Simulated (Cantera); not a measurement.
# Carbon deposition, reforming and gasification: n-butane + CO₂

Input: 1 mol n-butane, a varied amount of CO₂, at 1098 K and 0.133 bar.

Equilibrium computed with Cantera from the NASA thermochemical tables; the gas is ideal and each condensed phase is pure. Candidate condensed phases: C, C₆H₆, C₇H₈, C₈H₁₈, H₂O; 110 gas species. Kinetics and transport are ignored.

```tsv
n(CO₂) (mol)	x H₂	x CO	x CH₄	x H₂O	x CO₂	x C₂H₄	n C(graphite)
0.1	0.957	0.0382	0.00446	0.000448	1.77e-5	1.08e-7	3.88
0.16	0.935	0.0597	0.00426	0.000684	4.34e-5	1.03e-7	3.82
0.25	0.905	0.0902	0.00399	0.001000	9.90e-5	9.68e-8	3.73
0.39	0.861	0.134	0.00361	0.00141	0.000218	8.76e-8	3.60
0.61	0.800	0.194	0.00312	0.00191	0.000460	7.57e-8	3.39
0.97	0.717	0.277	0.00251	0.00243	0.000933	6.08e-8	3.04
1.5	0.622	0.371	0.00189	0.00283	0.00168	4.58e-8	2.52
```
x: gas mole fraction; n: condensed amount in mol.

From 0.1 mol CO₂ to 1.5 mol CO₂ the condensed part is C(graphite). The main C-bearing gas is CO throughout. The share of C in condensed phases is highest at 0.1 mol CO₂ (94.6 %) and lowest at 1.5 mol CO₂ (45.8 %).
